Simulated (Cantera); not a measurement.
An isothermal plug-flow reactor at 925 K and 3.90 bar (inlet), inlet velocity 0.27 m/s, active area per volume 2300 1/m; feed CH4 : O2 : N2 = 0.0034 : 0.2 : 0.79 (molar parts), equivalence ratio 0.034.

Model: Deutschmann's 1995 Pt surface mechanism with GRI-Mech 3.0 gas chemistry, integrated in Cantera. Catalytic surfaces can have several steady states; this one follows from the mechanism file's or the stated starting coverage. Mass transfer to the wall is taken as infinitely fast.

### Question
Predict: x(CH4) at z = 0.0044 m; x(O2) at z = 0.0044 m; x(H2O) at z = 0.0044 m; x(CO2) at z = 0.0044 m; x(CO) at z = 0.0044 m; θ(free Pt) at the exit; θ(O*) at the exit.

### Answer
- x(CH4) at z = 0.0044 m: 0.00290
- x(O2) at z = 0.0044 m: 0.200
- x(H2O) at z = 0.0044 m: 0.00105
- x(CO2) at z = 0.0044 m: 0.000522
- x(CO) at z = 0.0044 m: 7.17e-7
- θ(free Pt) at the exit: 0.0607
- θ(O*) at the exit: 0.938
